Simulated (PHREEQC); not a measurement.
Make-up at 20 °C: 0.0049 mol/kgw (NH4)2SiF6 and 0.067 mol/kgw (NH4)2SO4. Closed to the air; pH follows from the charge balance.

All values are PHREEQC results (ion-association model, wateq4f.dat), not measurements.

This is a speciation only: nothing precipitates in the calculation.

### Question
What pH, ionic strength does the model give?

### Answer
pH 3.36; ionic strength 0.171 mol/kgw.

### Question
In which forms is Si present?

### Answer
SiF6-2 88 %, H4SiO4 12 % of the Si.

Examples of supersaturated solids here: Quartz (slow to form), Chalcedony (slow to form). Others may be too. SiF6-2 is the database's only silicon fluoride.
